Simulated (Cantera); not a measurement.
Cantera run:

```python
import numpy as np
import cantera as ct

gas_names = """
    C CN C2 CCN CNC C2N2 C3 C4 C4N2 C5 N N2 Si SiC SiC2 SiN Si2 Si2C Si2N Si3
""".split()
cond_names = """
    C(gr) Si(cr) Si(L) SiC(b) Si3N4(a)
""".split()


# ... load() reads the species with a 1 bar reference pressure and builds the phases ...
atoms = {
    'SiC': {'Si': 1, 'C': 1},
    'C': {'C': 1},
    'N2': {'N': 2},
}
top_T = {'C(gr)': 4500, 'SiC(b)': 3050, 'Si3N4(a)': 2400}  # K; cautious upper limits of use, not melting points


# ... equilibrate(T, P, feed) seeds the gas with the atoms and calls Mixture.equilibrate('TP', solver="vcs", rtol=1e-11, max_steps=5000) ...
results = []
feed = {'SiC': 1, 'C': 0.0048, 'N2': 2.8}  # mol
T = 1775  # K
for P in [1, 10, 100, 1000, 10000, 100000, 1000000]:
    mix = equilibrate(T, P, feed)
    results.append((T, P, feed, dict(zip(mix.species_names, mix.species_moles))))

top = {s: max(r[3][s] / sum(r[3][g] for g in gas_names) for r in results) for s in gas_names}
cols = sorted((s for s in top if top[s] > 1e-06), key=lambda s: -top[s])[:9]
seen = [c for c in cond_names if any(r[3].get(c, 0) > 1e-12 for r in results)]
print("log10 of partial pressures in bar; condensed amounts in mol")
print(f"{'P/Pa':>10s}" + "".join(f"{s[:9]:>10s}" for s in cols + seen))
for T, P, feed, n in results:
    ng = sum(n[g] for g in gas_names)
    print(f"{P:10.4g}" + "".join(f"{np.log10(max(n[s] / ng * P / 1e5, 1e-99)):10.3f}" for s in cols)
          + "".join(f"{n.get(c, 0):10.4g}" for c in seen))
```

Result:

```
log10 of partial pressures in bar; condensed amounts in mol
      P/Pa        N2        Si      SiC2      Si2C       SiN        CN     C(gr)    SiC(b)  Si3N4(a)
         1    -5.002    -7.327    -9.228    -9.360   -10.149   -10.189   0.01801    0.9863         0
        10    -4.000    -7.327    -9.228    -9.360    -9.649    -9.688  0.006115    0.9986         0
       100    -3.000    -7.327    -9.228    -9.360    -9.148    -9.188  0.004931    0.9999         0
      1000    -2.000    -7.327    -9.228    -9.360    -8.648    -8.687  0.004812         1         0
     1e+04    -1.000    -7.327    -9.228    -9.360    -8.148    -8.187    0.0048         1         0
     1e+05    -0.000    -7.327    -9.228    -9.360    -7.648    -7.687  0.004799         1         0
     1e+06     1.000    -7.815    -9.716   -10.336    -7.636    -7.187     1.005         0    0.3333
```

These are equilibrium values from Cantera (NASA tables, ideal gas, pure condensed phases), not measurements of a reactor.
